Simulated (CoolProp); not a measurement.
Saturated liquid density (kg/m³) of chlorine: the reference equation beside estimates from Tc = 143.7 °C, pc = 7.642 MPa, ω = 0.070. Rackett uses Z = 0.29056 − 0.08775 ω.

Computed with CoolProp (reference Helmholtz-energy equation of state, Thol 2021).

```
T (°C)  reference  Rackett  van der Waals
------  ---------  -------  -------------
-77.65       1682     1570            [?]
-75.75       1677      [?]           1040
-73.85       1672     1562           1037
-71.95       1667      [?]           1035
-70.05        [?]     1553            [?]
-68.15       1656     1549           1030
-66.25       1651     1545           1027
-64.35       1646     1541           1024
-62.35       1641     1537           1022
-60.45       1636     1533           1019
-58.55       1631     1528           1016
-56.65       1625     1524           1014
-54.75       1620     1520           1011
-52.85       1615      [?]           1008
-50.95       1610     1511            [?]
```

Fill in the missing entries.


- -77.65, van der Waals: 1042
- -75.75, Rackett: 1566
- -71.95, Rackett: 1558
- -70.05, reference: 1662
- -70.05, van der Waals: 1032
- -52.85, Rackett: 1516
- -50.95, van der Waals: 1006

Absolute difference from the reference over all 15 rows, mean and median: Rackett 6.4 and 6.4 %, van der Waals 37.8 and 37.8 %.
